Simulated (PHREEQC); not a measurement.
Dissolve 0.0018 mol/kgw NaHS and 0.00044 mol/kgw NaHCO3 at 25 °C. Closed to the air; pH follows from the charge balance.

Computed with PHREEQC (ion-association model, phreeqc.dat).

No solid was allowed to form.

Estimate the pH.

pH 8.83.

In which forms is C present?

HCO3- 96 %, CO3-2 3.5 % of the C.
